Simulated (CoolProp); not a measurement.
Vapour-liquid equilibrium of cyclopropane (1) + R134a (2) at 0.793 MPa; x and y are mole fractions of (1).

Model: multi-fluid Helmholtz-energy mixture model, Polt 1992 and Tillner-Roth 1994; pair parameters Bell 2016, in CoolProp. This equation is an older, rougher fit; its heat capacities, sound speeds and derivatives of the liquid may be far off and weren't checked against measurements.

```
x      bubble temperature (K)  y at the bubble point  dew temperature at overall composition x (K)  liquid density (mol/L)
-----  ----------------------  ---------------------  --------------------------------------------  ----------------------
0.05                    301.3                  0.111                                         302.9                   11.76
0.125                   297.9                  0.239                                         300.9                   11.97
0.2                     295.5                  0.331                                         298.9                   12.16
0.275                   293.9                  0.400                                         297.0                   12.34
0.35                    292.9                  0.453                                         295.1                   12.52
0.425                   292.3                  0.496                                         293.4                   12.70
0.5                     292.0                  0.533                                         292.2                   12.91
0.575                   291.9                  0.568                                         291.9                   13.13
0.65                    292.1                  0.603                                         292.6                   13.37
0.725                   292.5                  0.645                                         294.1                   13.63
0.8                     293.5                  0.697                                         295.9                   13.91
0.875                   295.2                  0.771                                         298.0                   14.18
0.95                    298.3                  0.885                                         300.1                   14.44
```

y crosses x between x = 0.5 and 0.575: the model has an azeotrope there.

Pair parameters are fitted to limited data, so mixtures are less certain than the pure fluids.
